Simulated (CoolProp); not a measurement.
R407C at 298.15 K and 3.61 MPa flows at 2.9 m/s in a round tube of 12.7 mm bore and 1.5 µm roughness, fully developed (64/Re and Nu = 3.66 if laminar; Colebrook and Gnielinski if turbulent). Each further row changes one setting.

Computed with CoolProp (reference Helmholtz-energy equation of state, Lemmon 2003). It is a pseudo-pure fit of the blend.

```tsv
case	Reynolds number	Darcy friction factor	pressure drop (Pa/m)	heat-transfer coefficient (W/(m² K))	mass flow (kg/h)
as stated	267000	0.0158	…	6380	1530
velocity 5.8 m/s	534000	0.0145	22200	…	…
diameter 25.4 mm	534000	0.0138	2640	5710	6110
```

Task: Complete the blanks.

Result: 
- as stated, pressure drop (Pa/m): 6060
- velocity 5.8 m/s, heat-transfer coefficient (W/(m² K)): 11900
- velocity 5.8 m/s, mass flow (kg/h): 3050

Viscosity comes from a separate model (Geller 2000). Thermal conductivity comes from a separate model (Geller 2001).
